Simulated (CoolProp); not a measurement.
Properties of methanol along the isotherm 564.2 K.

Values from CoolProp's reference Helmholtz-energy equation of state, de Reuck 1993.

| p (MPa) | phase | density (kg/m³) | speed of sound (m/s) | conductivity (mW/(m K)) |
|---|---|---|---|---|
| 9.13 | supercritical | 91.02 | 317.0 | 73.2 |
| 18.3 | supercritical | 349.0 | 318.8 | 150 |
| 27.4 | supercritical | 461.3 | 480.0 | 165 |
| 36.5 | supercritical | 512.6 | 590.3 | 171 |
| 45.6 | supercritical | 546.3 | 679.1 | 175 |
| 54.8 | supercritical | 571.7 | 756.4 | 179 |
| 63.9 | supercritical | 591.9 | 824.5 | 182 |
| 73 | supercritical | 608.8 | 886.5 | 185 |
| 82.2 | supercritical | 623.5 | 944.1 | 189 |

Thermal conductivity comes from a separate model (Sykioti 2013).
